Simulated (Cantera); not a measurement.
Input: 1 mol Si, 0.85 mol SF6, 5.7 mol N2, 0.94 mol F2, held at 72.0 Torr.

Cantera equilibrium calculation (NASA polynomials, part measured and part estimated; ideal gas, pure solids and liquids). Candidate condensed phases: S, Si, Si3N4; 29 gas species. The tables' values for SF3, S2F2 (SSF2) are old estimates; treat these amounts as uncertain. Equilibrium is a limit: real reactors are often held back by kinetics, nucleation or transport.

Question: At 1398 K, list the 4 most abundant gas species with their mole fractions, and the condensed phases.

Answer: N2 0.755, SiF4 0.132, SF4 0.0787, SF2 0.0219. Condensed: gas only.
